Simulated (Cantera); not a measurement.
An isothermal, constant-pressure homogeneous reactor starts with 47.6 % CH4, 52.4 % CO2, at 1325 K and 100.0 Torr.

Model: GRI-Mech 3.0 (53 species, 325 reactions), integrated in Cantera.

x: mole fraction; the columns are a selection and need not sum to one.

```
t (s)     x CH4  x CO2        x CO      x OH        x H2       x CH3
--------  -----  -----  ----------  --------  ----------  ----------
0.000100  0.476  0.524    5.80e-10  3.37e-12     7.53e-8     1.53e-7
0.000419  0.476  0.524     2.46e-9  3.37e-12     3.19e-7     6.44e-7
0.00176   0.476  0.524     1.04e-8  3.39e-12     1.34e-6     2.69e-6
0.00737   0.476  0.524  (withheld)  3.66e-12  (withheld)  (withheld)
0.0309    0.476  0.524  (withheld)  4.58e-12  (withheld)  (withheld)
0.129     0.476  0.524     1.65e-6  6.98e-12    0.000141     2.70e-5
0.543     0.475  0.524     1.76e-5  2.37e-11    0.000916     4.17e-5
2.28      0.468  0.522    0.000275  1.36e-10     0.00660     4.73e-5
9.54      0.441  0.508     0.00418  7.18e-10      0.0305     4.11e-5
40.0      0.357  0.440      0.0428   3.69e-9      0.0777     3.18e-5
```

### Question
Fill in the missing entries.

### Answer

- 0.00737, x CO: 4.63e-8
- 0.00737, x H2: 5.79e-6
- 0.00737, x CH3: 1.01e-5
- 0.0309, x CO: 2.59e-7
- 0.0309, x H2: 2.77e-5
- 0.0309, x CH3: 1.93e-5
